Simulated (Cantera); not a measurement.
## Adiabatic ignition

An adiabatic, constant-pressure homogeneous reactor starts with 5.62 % CH₄, 18.4 % O₂, 69.2 % N₂, 6.75 % H₂O, at 1100 K and 1.70 bar.

Model: GRI-Mech 3.0 (53 species, 325 reactions), integrated in Cantera.

```tsv
t (s)	T (K)	x CH₄	x O₂	x H₂O	x C₂H₆	x OH
4.00e-6	1100	0.0562	0.184	0.0675	<1e-12	<1e-12
1.23e-5	1100	0.0562	0.184	0.0675	<1e-12	1.36e-12
3.76e-5	1100	0.0562	0.184	0.0675	<1e-12	3.47e-12
0.000115	1100	0.0562	0.184	0.0675	<1e-12	1.03e-11
0.000353	1100	0.0562	0.184	0.0675	2.82e-11	3.49e-11
0.00108	1100	0.0562	0.184	0.0675	1.14e-9	1.43e-10
0.00332	1100	0.0562	0.184	0.0675	8.00e-8	7.55e-10
0.0102	1100	0.0562	0.184	0.0675	2.53e-6	1.86e-9
0.0312	1101	0.0561	0.184	0.0676	2.01e-5	3.87e-9
0.0957	1123	0.0528	0.182	0.0708	0.000481	1.89e-7
0.294	2210	<1e-12	0.0689	0.177	<1e-12	0.00459
0.900	2206	<1e-12	0.0679	0.177	<1e-12	0.00450
```
x: mole fraction; the columns are a selection and need not sum to one.

```
Quantity                                                          Result
---------------------------------  -------------------------------------
time of steepest temperature rise                                0.102 s
temperature at 0.900 s                                            2206 K
equilibrium temperature                                           2206 K
x(CH₄) at 0.900 s                  <1e-12 (gas-phase equilibrium <1e-12)
x(O₂) at 0.900 s                   0.0679 (gas-phase equilibrium 0.0678)
x(H₂O) at 0.900 s                    0.177 (gas-phase equilibrium 0.177)
```
